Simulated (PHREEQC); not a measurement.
Silver or lead bath

Consider water at 25 °C with 2.3 mmol/kgw PbCl2, 6.4 mmol/kgw KBr and 4.6 mmol/kgw Zn(NO3)2. Closed to the air; pH follows from the charge balance.

Equilibrium calculation in PHREEQC: ion-association model, wateq4f.dat.

The pH comes out as 5.32 and the ionic strength is 0.0258 mol/kgw.

| species | molality | activity | log γ |
|---|---|---|---|
| NO3- | 0.00908 | 0.00771 | -0.071 |
| K+ | 0.00640 | 0.00546 | -0.069 |
| Br- | 0.00607 | 0.00521 | -0.067 |
| Zn+2 | 0.00456 | 0.00257 | -0.249 |
| Cl- | 0.00441 | 0.00376 | -0.069 |
| Pb+2 | 0.00169 | 0.000913 | -0.267 |

This is a speciation only: nothing precipitates in the calculation. Complexes and solids missing from the database can't appear.
